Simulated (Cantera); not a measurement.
A perfectly stirred reactor is fed with CO : H2 : CH4 : O2 : N2 : H2O = 1 : 0.13 : 0.17 : 1.56 : 5.87 : 0.5 (molar parts), equivalence ratio 0.58, at 9.87 atm; it is adiabatic with a 725 K inlet, and is followed from long to short residence time, starting on the burning branch (τ in s: 0.42, 0.15, 0.056, 0.02, 0.0073, 0.0026, 0.00096, 0.00035, 0.00013, 4.6e-05).

Model: GRI-Mech 3.0 (53 species, 325 reactions), integrated in Cantera.

What does this change do: H2 0.13 to 0.093 parts?


```
quantity                                                                          before                                   after
------------------------------------------------  --------------------------------------  --------------------------------------
blow-out, bracketed by the residence times tried  burning at 46.0 µs, the shortest tried  burning at 46.0 µs, the shortest tried
x(CO) at τ = 0.420 s                                                            0.000345                                0.000294
x(H2) at τ = 0.420 s                                                             5.83e-5                                 4.81e-5
x(CH4) at τ = 0.420 s                                                            7.35e-8                                 8.29e-8
x(H) at τ = 0.420 s                                                              5.88e-6                                 4.70e-6
x(H2O2) at τ = 0.420 s                                                           2.15e-7                                 1.99e-7
x(CO) at τ = 2.60 ms                                                             0.00175                                 0.00175
x(H2) at τ = 2.60 ms                                                            0.000158                                0.000142
x(CH4) at τ = 2.60 ms                                                            7.55e-6                                 8.18e-6
x(H) at τ = 2.60 ms                                                              2.23e-5                                 2.03e-5
x(H2O2) at τ = 2.60 ms                                                           3.19e-7                                 3.11e-7
```

What does this change do: inlet temperature 725 to 475 K?


```tsv
quantity	before	after
blow-out, bracketed by the residence times tried	burning at 46.0 µs, the shortest tried	burning at 0.130 ms, out at 46.0 µs
x(CO) at τ = 0.420 s	0.000345	8.99e-5
x(H2) at τ = 0.420 s	5.83e-5	1.42e-5
x(CH4) at τ = 0.420 s	7.35e-8	2.41e-7
x(H) at τ = 0.420 s	5.88e-6	7.90e-7
x(H2O2) at τ = 0.420 s	2.15e-7	1.16e-7
x(CO) at τ = 2.60 ms	0.00175	0.00207
x(H2) at τ = 2.60 ms	0.000158	0.000125
x(CH4) at τ = 2.60 ms	7.55e-6	1.49e-5
x(H) at τ = 2.60 ms	2.23e-5	1.44e-5
x(H2O2) at τ = 2.60 ms	3.19e-7	3.90e-7
```
